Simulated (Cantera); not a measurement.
An adiabatic, constant-pressure homogeneous reactor starts with CH₄ : H₂ : O₂ : N₂ = 1 : 0.12 : 0.896 : 3.37 (molar parts), at 1500 K and 1.00 bar. Integrator tolerance rtol = 1e-08.

Cantera simulation using GRI-Mech 3.0 (53 species, 325 reactions); the numbers are that mechanism's predictions, not measurements.

Question: What does this change do: pressure from 1.00 bar to 1.40 bar?

Answer: 
```
quantity                                                              before                                      after
---------------------------------  -----------------------------------------  -----------------------------------------
time of steepest temperature rise                                    1.03 ms                                   0.808 ms
temperature at 0.100 s                                                2381 K                                     2387 K
equilibrium temperature                                               2381 K                                     2387 K
x(CH₄) at 0.100 s                  6.70e-11 (gas-phase equilibrium 7.56e-11)  1.28e-10 (gas-phase equilibrium 1.45e-10)
x(H₂) at 0.100 s                         0.213 (gas-phase equilibrium 0.213)        0.214 (gas-phase equilibrium 0.214)
x(O₂) at 0.100 s                     2.77e-6 (gas-phase equilibrium 2.77e-6)    2.11e-6 (gas-phase equilibrium 2.11e-6)
x(CH₂O) at 0.100 s                   1.21e-8 (gas-phase equilibrium 1.21e-8)    1.69e-8 (gas-phase equilibrium 1.69e-8)
x(OH) at 0.100 s                   0.000616 (gas-phase equilibrium 0.000616)  0.000540 (gas-phase equilibrium 0.000540)
x(CO₂) at 0.100 s                      0.0123 (gas-phase equilibrium 0.0123)      0.0123 (gas-phase equilibrium 0.0123)
```

Question: What does this change do: H2 0.12 to 0.088 parts?

Answer: 
| quantity | before | after |
|---|---|---|
| time of steepest temperature rise | 1.03 ms | 1.16 ms |
| temperature at 0.100 s | 2381 K | 2385 K |
| equilibrium temperature | 2381 K | 2385 K |
| x(CH₄) at 0.100 s | 6.70e-11 (gas-phase equilibrium 7.56e-11) | 6.26e-11 (gas-phase equilibrium 7.07e-11) |
| x(H₂) at 0.100 s | 0.213 (gas-phase equilibrium 0.213) | 0.209 (gas-phase equilibrium 0.209) |
| x(O₂) at 0.100 s | 2.77e-6 (gas-phase equilibrium 2.77e-6) | 3.00e-6 (gas-phase equilibrium 3.00e-6) |
| x(CH₂O) at 0.100 s | 1.21e-8 (gas-phase equilibrium 1.21e-8) | 1.19e-8 (gas-phase equilibrium 1.19e-8) |
| x(OH) at 0.100 s | 0.000616 (gas-phase equilibrium 0.000616) | 0.000638 (gas-phase equilibrium 0.000638) |
| x(CO₂) at 0.100 s | 0.0123 (gas-phase equilibrium 0.0123) | 0.0126 (gas-phase equilibrium 0.0126) |

Question: What does this change do: initial temperature 1500 to 1100 K?

Answer: 
```tsv
quantity	before	after
time of steepest temperature rise	1.03 ms	72.6 ms
temperature at 0.100 s	2381 K	2045 K
equilibrium temperature	2381 K	2042 K
x(CH₄) at 0.100 s	6.70e-11 (gas-phase equilibrium 7.56e-11)	0.000354 (gas-phase equilibrium 5.04e-10)
x(H₂) at 0.100 s	0.213 (gas-phase equilibrium 0.213)	0.217 (gas-phase equilibrium 0.219)
x(O₂) at 0.100 s	2.77e-6 (gas-phase equilibrium 2.77e-6)	3.81e-8 (gas-phase equilibrium 3.81e-8)
x(CH₂O) at 0.100 s	1.21e-8 (gas-phase equilibrium 1.21e-8)	2.23e-7 (gas-phase equilibrium 1.24e-8)
x(OH) at 0.100 s	0.000616 (gas-phase equilibrium 0.000616)	5.41e-5 (gas-phase equilibrium 5.37e-5)
x(CO₂) at 0.100 s	0.0123 (gas-phase equilibrium 0.0123)	0.0146 (gas-phase equilibrium 0.0145)
```
